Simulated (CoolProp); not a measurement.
Properties of methane at several states.

Values from CoolProp's reference Helmholtz-energy equation of state, Setzmann 1991.

```csv
T (K),p (kPa),phase,cv (kJ/(kg K)),speed of sound (m/s),fugacity coefficient
619.9,11800,supercritical,2.839,644.9,1.026
382.9,13.8,gas,1.954,501.1,0.9999
497.2,26200,supercritical,2.417,640.3,1.025
```
